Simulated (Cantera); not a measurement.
Mixture: CO : H2 : O2 : N2 : CO2 = 1 : 0.91 : 0.735 : 2.76 : 0.9 (molar parts), equivalence ratio 1.3, at 34.0 bar, adiabatic and at constant volume. Ignition delay is the time to a rise of 400 K.

Cantera simulation using GRI-Mech 3.0 (53 species, 325 reactions); the numbers are that mechanism's predictions, not measurements. The hydrogen kinetics of GRI-Mech 3.0 are dated; newer H2 mechanisms differ, most at raised pressure. The pressure lies above the range GRI-Mech 3.0 was tuned for (to about 10 atm). Where the delays flatten at high temperature, the 400 K rule measures the pace of heat release, not the induction time.

Predict: delay at 1025 K; delay at 1225 K; delay at 1425 K; delay at 1625 K; delay at 1825 K; apparent activation energy between 1725 and 1925 K.


| Item | Result |
|---|---|
| delay at 1025 K | 1.60 ms |
| delay at 1225 K | 48.5 µs |
| delay at 1425 K | 2.53 µs |
| delay at 1625 K | 0.534 µs |
| delay at 1825 K | 0.279 µs |
| apparent activation energy between 1725 and 1925 K | 65 kJ/mol |
